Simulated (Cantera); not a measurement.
# Gas-phase reforming

A perfectly stirred reactor is fed with 19.1 % CH₄, 65.0 % CO₂, 15.9 % H₂, at 101000 Pa; it is held at 1750 K, and followed from long to short residence time.

Computed with Cantera and GRI-Mech 3.0 (53 species, 325 reactions).

| τ (s) | x CH₄ | x CO₂ | x H₂ | x C₂H₄ | x HCO | x CO |
|---|---|---|---|---|---|---|
| 7.5 | 0.00263 | 0.139 | 0.188 | 6.23e-6 | 3.23e-8 | 0.470 |
| 1.7 | 0.00672 | 0.150 | 0.177 | 3.82e-5 | 3.17e-8 | 0.456 |
| 0.37 | 0.0144 | 0.183 | 0.150 | 0.000145 | 3.04e-8 | 0.415 |
| 0.083 | 0.0281 | 0.251 | 0.121 | 0.000396 | 3.16e-8 | 0.334 |
| 0.018 | 0.0626 | 0.374 | 0.121 | 0.00112 | 3.91e-8 | 0.214 |
| 0.0041 | 0.124 | 0.529 | 0.152 | 0.00233 | 5.06e-8 | 0.0870 |
| 0.00091 | 0.170 | 0.620 | 0.160 | 0.00250 | 5.56e-8 | 0.0213 |
x: mole fraction; the columns are a selection and need not sum to one.
